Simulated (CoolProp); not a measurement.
Vapour-liquid equilibrium of R125 (1) + R227EA (2) at 18.2 kPa; x and y are mole fractions of (1).

The numbers come from the multi-fluid Helmholtz-energy mixture model, Lemmon 2005 and Lemmon 2016; pair parameters Bell 2016 in CoolProp.

| x | bubble temperature (°C) | y at the bubble point | dew temperature at overall composition x (°C) | liquid density (mol/L) |
|---|---|---|---|---|
| 0.05 | -53.0 | 0.213 | -50.6 | 9.908 |
| 0.15 | -58.2 | 0.494 | [?] | 10.26 |
| 0.25 | -62.2 | [?] | [?] | 10.60 |
| 0.35 | -65.5 | 0.766 | -55.3 | 10.95 |
| 0.45 | -68.2 | 0.837 | -57.2 | 11.30 |
| 0.55 | -70.5 | [?] | -59.4 | 11.66 |
| 0.65 | [?] | 0.924 | -61.9 | 12.03 |
| 0.75 | -74.2 | 0.952 | -65.0 | 12.42 |
| 0.85 | -75.7 | 0.974 | [?] | 12.82 |
| 0.95 | -77.0 | [?] | -74.0 | 13.24 |

Problem. Fill in the missing entries.

Solution. 
- 0.15, dew temperature at overall composition x (°C): -52.0
- 0.25, y at the bubble point: 0.660
- 0.25, dew temperature at overall composition x (°C): -53.6
- 0.55, y at the bubble point: 0.887
- 0.65, bubble temperature (°C): -72.4
- 0.85, dew temperature at overall composition x (°C): -68.8
- 0.95, y at the bubble point: 0.992

No azeotrope shows between x = 0.05 and 0.95.

The pair parameters rest on a limited set of measurements; away from them the model extrapolates.
